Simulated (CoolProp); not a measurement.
Values from CoolProp's reference Helmholtz-energy equation of state, Schmidt 1985.

Task: Give the vapour pressure (kPa), liquid density (kg/m³), liquid viscosity (µPa s), vapour viscosity (µPa s) of saturated oxygen at -164.45, -152.95, -137.65 °C.

Result: 
| T (°C) | p (kPa) | liquid density (kg/m³) | liquid viscosity (µPa s) | vapour viscosity (µPa s) |
|---|---|---|---|---|
| -164.45 | 496 | 1040 | 125 | 8.44 |
| -152.95 | 1030 | 973 | 97.0 | 9.45 |
| -137.65 | 2280 | 857 | 67.8 | 11.1 |

Viscosity comes from a separate model (Lemmon 2004).
